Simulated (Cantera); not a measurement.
A closed system holds: 1 mol (CH3)2SiCl2, 0.4 mol CH4, 74 mol H2, equilibrated at 25.0 mbar.

Method: chemical equilibrium by Gibbs-energy minimisation in Cantera with the NASA 1993 tables (ideal gas, pure condensed phases). Candidate condensed phases: C, C6H6, C7H8, C8H18, Si, SiC; 109 gas species. The feed counts by its element totals alone. Rates play no part. All values below are at 752 °C.

Base state: H2 0.973, HCl 0.0254, CH4 0.00174, SiCl4 1.08e-5 (mole fractions); condensed: C(graphite) + SiC(s).

Question: What changes in the equilibrium state with this change: pressure from 25.0 mbar to 1.00 bar?

Answer: 
```json
[
 {"species": "H2", "before": "0.973", "after": "0.958"},
 {"species": "HCl", "before": "0.0254", "after": "0.0216"},
 {"species": "CH4", "before": "0.00174", "after": "0.0193"},
 {"species": "SiCl4", "before": "1.08e-5", "after": "0.000822"},
 {"species": "SiH2Cl2", "before": "1.30e-7", "after": "1.32e-5"},
 {"species": "SiHCl3", "before": "3.56e-6", "after": "0.000313"},
 {"species": "C(graphite), mol", "before": "1.26", "after": "0"},
 {"species": "SiC(s), mol", "before": "0.999", "after": "0.911"}
]
```
